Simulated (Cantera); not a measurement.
# Adiabatic ignition

An adiabatic, constant-volume homogeneous reactor starts with C3H8 : O2 : N2 : H2 = 1 : 15.6 : 58.8 : 1.6 (molar parts), at 998 K and 1000000 Pa.

Computed with Cantera and GRI-Mech 3.0 (53 species, 325 reactions). GRI-Mech 3.0 was tuned for natural gas; its chemistry of propane as a main component is partial and can be far from experiment. Below about 1000 K GRI-Mech 3.0 lacks low-temperature oxidation paths.

| t (s) | T (K) | P (bar) | x C3H8 | x O2 | x C2H6 | x NO | x CO |
|---|---|---|---|---|---|---|---|
| 3.00e-6 | 998 | 10.0 | 0.0130 | 0.203 | <1e-12 | <1e-12 | <1e-12 |
| 1.32e-5 | 998 | 10.0 | 0.0130 | 0.203 | 2.32e-12 | <1e-12 | <1e-12 |
| 5.79e-5 | 998 | 10.0 | 0.0130 | 0.203 | 1.13e-11 | <1e-12 | <1e-12 |
| 0.000254 | 998 | 10.0 | 0.0130 | 0.203 | 7.03e-11 | <1e-12 | 2.12e-12 |
| 0.00112 | 998 | 10.0 | 0.0130 | 0.203 | 1.46e-9 | <1e-12 | 1.84e-10 |
| 0.00490 | 999 | 10.0 | 0.0128 | 0.202 | 2.53e-6 | <1e-12 | 2.50e-6 |
| 0.0215 | 2098 | 21.1 | <1e-12 | 0.126 | <1e-12 | 0.000409 | 6.89e-5 |
| 0.0945 | 2091 | 21.0 | <1e-12 | 0.125 | <1e-12 | 0.00271 | 6.58e-5 |
| 0.415 | 2080 | 20.9 | <1e-12 | 0.123 | <1e-12 | 0.00651 | 6.11e-5 |
| 1.82 | 2078 | 20.9 | <1e-12 | 0.123 | <1e-12 | 0.00710 | 6.04e-5 |
| 8.00 | 2078 | 20.9 | <1e-12 | 0.123 | <1e-12 | 0.00710 | 6.04e-5 |
x: mole fraction; the columns are a selection and need not sum to one.

The time of steepest temperature rise comes out as 10.7 ms, the temperature at 8.00 s is 2078 K and the equilibrium temperature is 2078 K. The x(C3H8) at 8.00 s is <1e-12 (gas-phase equilibrium <1e-12) and the x(O2) at 8.00 s is 0.123 (gas-phase equilibrium 0.123). The x(C2H6) at 8.00 s is <1e-12 (gas-phase equilibrium <1e-12).
